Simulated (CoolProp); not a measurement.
100 sccm (0 °C, 1 atm) of nitrogen bubbles through liquid m-xylene at 366.6 K and leaves saturated at a total pressure of 0.15 MPa (ideal gas phase). Each further row changes one setting.

Values from CoolProp's reference Helmholtz-energy equation of state, Zhou 2012.

```
case                      vapour pressure (kPa)  mole fraction of vapour  delivery (mg/min)  delivery (sccm)  change of delivery for a bath 1 K warmer (%)
------------------------  ---------------------  -----------------------  -----------------  ---------------  --------------------------------------------
as stated                                  24.9                    0.166               94.1             19.9                                           4.3
bath temperature 371.6 K                   29.6                    0.197                116             24.6                                           4.4
total pressure 0.3 MPa                     24.9                   0.0828               42.8             9.03                                           3.9
```
